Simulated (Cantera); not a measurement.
Feed: 1 mol MgO, 0.044 mol C, 1.3 mol H2, at 2123.15 K and 0.133 bar.

Equilibrium computed with Cantera from the NASA thermochemical tables; the gas is ideal and each condensed phase is pure. Candidate condensed phases: C, C6H6, C7H8, C8H18, H2O, Mg, MgCO3, MgO, Mg(OH)2; 116 gas species. The tables' values for MgH are old estimates; treat these amounts as uncertain. Rates play no part.

Base state: H2 0.903, Mg 0.0434, CO 0.0311, H2O 0.0124, H 0.00935, MgH 0.000251, MgOH 0.000108, CO2 8.50e-5 (mole fractions); condensed: MgO(s).

What changes in the equilibrium state with this change: temperature from 2123.15 K to 1623 K?


```tsv
species	before	after
H2	0.903	0.937
CO	0.0311	0.0316
Mg	0.0434	0.0314
H2O	0.0124	4.23e-6
CH4	<1e-9	0.000122
C2H2 (acetylene)	<1e-9	1.63e-5
OH	1.59e-5	<1e-9
CO2	8.50e-5	4.59e-8
MgOH	0.000108	7.53e-8
MgO(s), mol	0.938	0.956
```
